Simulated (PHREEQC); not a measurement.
# Brine (model solution)

Dissolve 2.8 mol/kgw NaCl, 0.15 mol/kgw KCl and 0.81 mol/kgw MgCl2 at 25 °C. Closed to the air; pH follows from the charge balance.

The numbers come from PHREEQC with the Pitzer model, pitzer.dat.

Each row changes one thing in this solution. This is a speciation only: nothing precipitates in the calculation.

| case | MgOH+ (mol/kgw) | SI of Halite (NaCl) | SI of Sylvite (KCl) |
|---|---|---|---|
| as made | 8.06e-7 | -0.54 | -1.38 |
| NaCl from 2.8 to 0.56 mol/kgw | 6.05e-7 | … | -1.75 |
| diluted 100-fold with water | 5.13e-8 | -4.65 | -5.24 |
| MgCl2 from 0.81 to 0.081 mol/kgw | 1.79e-7 | -0.92 | -1.66 |
| MgCl2 from 0.81 to 0.405 mol/kgw | … | -0.75 | … |
| diluted 5-fold with water | … | -2.23 | -2.87 |

Task: Complete the blanks.

Result: 
- NaCl from 2.8 to 0.56 mol/kgw, SI of Halite (NaCl): -1.71
- MgCl2 from 0.81 to 0.405 mol/kgw, MgOH+ (mol/kgw): 4.93e-7
- MgCl2 from 0.81 to 0.405 mol/kgw, SI of Sylvite (KCl): -1.53
- diluted 5-fold with water, MgOH+ (mol/kgw): 2.27e-7

Species that the database lacks are ignored.
